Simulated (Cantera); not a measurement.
Input: 1 mol C2H6, 0.023 mol O2, 12 mol H2, at 602 °C and 3.50 bar.

These are equilibrium values from Cantera (NASA tables, ideal gas, pure condensed phases), not measurements of a reactor. Candidate condensed phases: C, C6H6, C7H8, C8H18, H2O; 110 gas species. Equilibrium is a limit: real reactors are often held back by kinetics, nucleation or transport.

Base state: H2 0.843, CH4 0.154, H2O 0.00350, CO 4.12e-5 (mole fractions); condensed: gas only.

**Question.** What changes in the equilibrium state with this change: H2 from 12 to 0.81 mol?

**Answer.** 
| species | before | after |
|---|---|---|
| H2 | 0.843 | 0.539 |
| CH4 | 0.154 | 0.444 |
| H2O | 0.00350 | 0.0151 |
| CO2 | 4.51e-7 | 0.000146 |
| CO | 4.12e-5 | 0.00197 |
| C2H6 | 1.42e-6 | 1.85e-5 |
| C(graphite), mol | 0 | 0.821 |

**Question.** What changes in the equilibrium state with this change: temperature from 602 °C to 2150 °C?

**Answer.** 
```tsv
species	before	after
H2	0.843	0.979
H	<1e-9	0.00938
C2H2 (acetylene)	<1e-9	0.00758
CH4	0.154	0.000573
CH3	<1e-9	0.000100
C4H2	<1e-9	2.41e-5
H2O	0.00350	3.09e-7
C(graphite), mol	0	1.71
```

**Question.** What changes in the equilibrium state with this change: temperature from 602 °C to 2350 °C?

**Answer.** 
| species | before | after |
|---|---|---|
| H2 | 0.843 | 0.957 |
| H | <1e-9 | 0.0220 |
| C2H2 (acetylene) | <1e-9 | 0.0170 |
| CH4 | 0.154 | 0.000399 |
| CH3 | <1e-9 | 0.000160 |
| C4H2 | <1e-9 | 0.000125 |
| C2H | <1e-9 | 3.59e-5 |
| C2H2 (vinylidene) | <1e-9 | 1.96e-5 |
| C(graphite), mol | 0 | 1.42 |
